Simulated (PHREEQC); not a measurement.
Solution (20 °C): 0.0012 mol/kgw KH2PO4, 0.041 mol/kgw K2HPO4 and 0.0001 mol/kgw H4SiO4. Closed to the air; pH follows from the charge balance.

Computed with PHREEQC (ion-association model, wateq4f.dat).

Each row changes one thing in this solution. This is a speciation only: nothing precipitates in the calculation.

```tsv
case	pH	ionic strength (mol/kgw)	HPO4-2 (mol/kgw)	KHPO4- (mol/kgw)	H2PO4- (mol/kgw)	H4SiO4 (mol/kgw)	SI of Quartz (SiO2)
as made	8.38	0.120	0.0389	0.00212	0.00122	9.61e-5	+0.05
0.0079 mol/kgw KOH added	11.02	0.141	0.0346	0.00196	2.43e-6	…	-1.20
H4SiO4 from 0.0001 to 2e-05 mol/kgw	8.38	0.120	0.0389	0.00212	0.00122	…	-0.65
0.049 mol/kgw HNO3 added	2.81	0.0851	2.79e-6	1.76e-7	0.0361	0.000100	+0.07
0.013 mol/kgw NaOH added	11.29	…	0.0306	0.00153	1.10e-6	2.80e-6	-1.48
0.034 mol/kgw HCl added	…	0.0894	…	0.000406	0.0352	1.00e-4	+0.07
```

Q: Fill in the missing entries.

A: 
- 0.0079 mol/kgw KOH added, H4SiO4 (mol/kgw): 5.29e-6
- H4SiO4 from 0.0001 to 2e-05 mol/kgw, H4SiO4 (mol/kgw): 1.92e-5
- 0.013 mol/kgw NaOH added, ionic strength (mol/kgw): 0.155
- 0.034 mol/kgw HCl added, pH: 6.18
- 0.034 mol/kgw HCl added, HPO4-2 (mol/kgw): 0.00660

Some of these states are supersaturated (in Quartz (slow to form), for instance). H3PO4, which wateq4f.dat lacks, is added to it with the constant of phreeqc.dat.
